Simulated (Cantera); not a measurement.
An isothermal, constant-pressure homogeneous reactor starts with CH₄ : N₂ = 1 : 9.3 (molar parts), at 1375 K and 683 Torr. Integrator tolerance rtol = 1e-08.

Computed with Cantera and GRI-Mech 3.0 (53 species, 325 reactions). GRI-Mech 3.0 stops at C3 and has no aromatics, soot or wall deposition, so with more carbon than oxygen in the feed, carbon stays in small species such as C2H2 where larger ones or solid carbon would form.

Q: What does this change do: CH4 1 to 8.3 parts?

A: 
```tsv
quantity	before	after
x(CH₄) at 5.00 s	0.0753 (gas-phase equilibrium 0.0145)	0.318 (gas-phase equilibrium 0.148)
x(H) at 5.00 s	2.73e-7 (gas-phase equilibrium 1.21e-6)	6.48e-7 (gas-phase equilibrium 2.04e-6)
x(H₂) at 5.00 s	0.0291 (gas-phase equilibrium 0.112)	0.152 (gas-phase equilibrium 0.319)
x(C₂H) at 5.00 s	7.00e-11 (gas-phase equilibrium 1.17e-10)	1.55e-10 (gas-phase equilibrium 3.11e-10)
x(CH₃) at 5.00 s	1.39e-5 (gas-phase equilibrium 3.12e-6)	2.69e-5 (gas-phase equilibrium 1.89e-5)
x(C₂H₄) at 5.00 s	0.000635 (gas-phase equilibrium 0.00150)	0.00826 (gas-phase equilibrium 0.0193)
x(HCN) at 5.00 s	4.74e-11 (gas-phase equilibrium 0.0457)	1.18e-11 (gas-phase equilibrium 0.0668)
```

Q: What does this change do: temperature 1375 to 1675 K?

A: 
| quantity | before | after |
|---|---|---|
| x(CH₄) at 5.00 s | 0.0753 (gas-phase equilibrium 0.0145) | 0.00140 (gas-phase equilibrium 0.000803) |
| x(H) at 5.00 s | 2.73e-7 (gas-phase equilibrium 1.21e-6) | 4.43e-5 (gas-phase equilibrium 4.45e-5) |
| x(H₂) at 5.00 s | 0.0291 (gas-phase equilibrium 0.112) | 0.131 (gas-phase equilibrium 0.132) |
| x(C₂H) at 5.00 s | 7.00e-11 (gas-phase equilibrium 1.17e-10) | 7.26e-8 (gas-phase equilibrium 2.33e-8) |
| x(CH₃) at 5.00 s | 1.39e-5 (gas-phase equilibrium 3.12e-6) | 9.64e-6 (gas-phase equilibrium 5.51e-6) |
| x(C₂H₄) at 5.00 s | 0.000635 (gas-phase equilibrium 0.00150) | 0.000303 (gas-phase equilibrium 9.82e-5) |
| x(HCN) at 5.00 s | 4.74e-11 (gas-phase equilibrium 0.0457) | 1.23e-6 (gas-phase equilibrium 0.0597) |
